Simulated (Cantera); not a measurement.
# CH3SiH3 + C2H2 + H2 (silicon carbide growth)

A closed system holds: 1 mol CH3SiH3, 0.058 mol C2H2, 5.8 mol H2, at 1723.15 K and 0.320 bar.

Method: chemical equilibrium by Gibbs-energy minimisation in Cantera with the NASA 1993 tables (ideal gas, pure condensed phases). Candidate condensed phases: C, C6H6, C7H8, C8H18, Si, SiC; 87 gas species. The feed counts by its element totals alone. Rates play no part.

The x(H2) is 0.999. The x(H) comes out as 0.000323. The x(CH4) is 0.000321 and the x(C2H2 (acetylene)) comes out as 9.06e-5. The x(CH3) comes out as 2.11e-6 and the x(C2H4) is 1.18e-6. The n(C(graphite)) is 0.112 mol, the n(SiC(s)) comes out as 1.000 mol and the gas amount is 8.857 mol. The log10 activity of Si(l) (absent) is -1.78.
